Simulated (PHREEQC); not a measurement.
**Copper plating or etch bath**

Make-up at 25 °C and 500 atm: 12 mmol/kgw Cu(BF4)2, 9.1 mmol/kgw H2SO4, 52 mmol/kgw NaCl and 13 mmol/kgw HBr. Closed to the air; pH follows from the charge balance.

Equilibrium calculation in PHREEQC: ion-association model, phreeqc.dat.

This is a speciation only: nothing precipitates in the calculation.

Q: What pH does the model give?

A: pH 1.65.

Q: In which forms is F present?

A: BF4- 88 %, HF 7.4 %, BF3OH- 3.6 % of the F.

Species that the database lacks are ignored. Under pressure, the constants of complexes without a molar volume in the database are unreliable. Real BF4- forms and hydrolyses slowly; the run takes it at equilibrium.
